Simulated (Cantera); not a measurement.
Input: 1 mol Si2H6, a varied amount of O3, 43 mol H2, equilibrated at 1225 °C and 9.75 Torr.

Cantera equilibrium calculation (NASA polynomials, part measured and part estimated; ideal gas, pure solids and liquids). Candidate condensed phases: H2O, Si, SiO2; 18 gas species. The feed counts by its element totals alone. Mutual solubility and eutectic melting of coexisting phases are not modelled. The tables hold silica as quartz up to 1696 K and as liquid above; real silica turns to tridymite and cristobalite and melts near 1996 K. Equilibrium is a limit: real reactors are often held back by kinetics, nucleation or transport.

Question: Which condensed phases are stable at each of these points (n(O3) (mol)): 0.084, 0.12, 0.17, 0.23, 0.33, 0.47, 0.66, 0.92?

Answer: 
| n(O3) (mol) | condensed phases | Si condensed (%) |
|---|---|---|
| 0.084 | Si(s) | 87.4 |
| 0.12 | Si(s) | 82.0 |
| 0.17 | Si(s) | 74.5 |
| 0.23 | Si(s) | 65.5 |
| 0.33 | Si(s) | 50.5 |
| 0.47 | Si(s) | 29.5 |
| 0.66 | Si(s) + SiO2(β-quartz) | 7.8 |
| 0.92 | SiO2(β-quartz) | 38.0 |

From 0.084 mol O3 to 0.47 mol O3 the condensed part is Si(s). At 0.66 mol O3 the condensed part is Si(s) + SiO2(β-quartz). At 0.92 mol O3 the condensed part is SiO2(β-quartz).
